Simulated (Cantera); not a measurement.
An isothermal, constant-pressure homogeneous reactor starts with 33.3 % C2H6, 66.7 % N2, at 1523 K and 1.01 bar.

Model: GRI-Mech 3.0 (53 species, 325 reactions), integrated in Cantera. GRI-Mech 3.0 stops at C3 and has no aromatics, soot or wall deposition, so with more carbon than oxygen in the feed, carbon stays in small species such as C2H2 where larger ones or solid carbon would form.

Predict: x(C2H6) at 2.00 s; x(C2H2) at 2.00 s; x(H) at 2.00 s; x(CH4) at 2.00 s; x(HCN) at 2.00 s.


```json
{
 "x(C2H6) at 2.00 s": "3.25e-5 (gas-phase equilibrium 2.43e-5)",
 "x(C2H2) at 2.00 s": "0.173 (gas-phase equilibrium 0.124)",
 "x(H) at 2.00 s": "1.33e-5 (gas-phase equilibrium 1.35e-5)",
 "x(CH4) at 2.00 s": "0.0545 (gas-phase equilibrium 0.0474)",
 "x(HCN) at 2.00 s": "2.00e-8 (gas-phase equilibrium 0.108)"
}
```
